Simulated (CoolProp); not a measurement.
Vapour-liquid equilibrium of R143a (1) + propane (2) at 754 kPa; x and y are mole fractions of (1).

Model: multi-fluid Helmholtz-energy mixture model, Lemmon and Jacobsen 2000 and Lemmon 2009; pair parameters Bell 2016, in CoolProp.

Q: Give the bubble temperature and the first vapour's composition at x = 0.15, 0.25, 0.75. Is there an azeotrope?

A: x = 0.15: 279.3 K, y = 0.310; x = 0.25: 276.5 K, y = 0.406; x = 0.75: 274.2 K, y = 0.693. y crosses x between x = 0.55 and 0.65: the model has an azeotrope there.

The pair parameters rest on a limited set of measurements; away from them the model extrapolates.
